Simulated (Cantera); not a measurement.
A closed system holds: 1 mol HCl, 0.3 mol O₂, held at 2725 K and 34.0 mbar.

These are equilibrium values from Cantera (NASA tables, ideal gas, pure condensed phases), not measurements of a reactor. Candidate condensed phases: H₂O; 14 gas species. Equilibrium is a limit: real reactors are often held back by kinetics, nucleation or transport.

### Question
What is the equilibrium state?

### Answer
- x(Cl): 0.359
- x(HCl): 0.262
- x(H₂O): 0.0963
- x(O₂): 0.0822
- x(O): 0.0624
- x(H): 0.0581
- x(OH): 0.0498
- x(H₂): 0.0295
- x(ClO): 0.000190
- gas amount: 1.608 mol
